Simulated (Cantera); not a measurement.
Input (Python, Cantera):

```python
import numpy as np
import cantera as ct

gas = ct.Solution("gri30.yaml", transport_model="mixture-averaged")
show = ['C2H2', 'H2', 'CH3']

rows = []
print(f"{'T/K':>7s}{'rho':>11s}{'cp':>10s}{'mu':>11s}{'lambda':>11s}{'Pr':>7s}" + "".join(f"{'D_' + s:>11s}" for s in show))
for T in [400, 650, 900, 1150, 1400, 1650, 1900, 2150]:
    gas.TPX = T, 160, {'C2H2': 0.51}
    Pr = gas.cp_mass * gas.viscosity / gas.thermal_conductivity
    D = [gas.mix_diff_coeffs_mole[gas.species_index(s)] for s in show]
    rows.append([gas.density, gas.cp_mass, gas.viscosity, gas.thermal_conductivity, Pr, *D])
    print(f"{T:7g}{gas.density:11.4e}{gas.cp_mass:10.1f}{gas.viscosity:11.4e}"
          f"{gas.thermal_conductivity:11.4e}{Pr:7.3f}" + "".join(f"{d:11.4e}" for d in D))
print("SI units: kg/m3, J/kg/K, Pa s, W/m/K, m2/s")
```

Output:

```
    T/K        rho        cp         mu     lambda     Pr     D_C2H2       D_H2      D_CH3
    400 1.2527e-03    1930.6 1.3577e-05 3.5701e-02  0.734 0.0000e+00 6.4809e-02 1.9060e-02
    650 7.7087e-04    2287.6 2.0067e-05 6.2388e-02  0.736 0.0000e+00 1.4766e-01 4.5077e-02
    900 5.5674e-04    2526.1 2.5458e-05 8.7652e-02  0.734 0.0000e+00 2.5451e-01 7.8877e-02
   1150 4.3571e-04    2718.4 3.0194e-05 1.1179e-01  0.734 0.0000e+00 3.8269e-01 1.1948e-01
   1400 3.5790e-04    2869.6 3.4492e-05 1.3483e-01  0.734 0.0000e+00 5.3046e-01 1.6627e-01
   1650 3.0368e-04    2987.5 3.8475e-05 1.5678e-01  0.733 0.0000e+00 6.9652e-01 2.1883e-01
   1900 2.6372e-04    3079.4 4.2217e-05 1.7766e-01  0.732 0.0000e+00 8.7987e-01 2.7682e-01
   2150 2.3305e-04    3151.6 4.5772e-05 1.9750e-01  0.730 0.0000e+00 1.0797e+00 3.3999e-01
SI units: kg/m3, J/kg/K, Pa s, W/m/K, m2/s
```

Detailed kinetics in Cantera: GRI-Mech 3.0 (53 species, 325 reactions). The composition is frozen, though it would react at the higher temperatures.
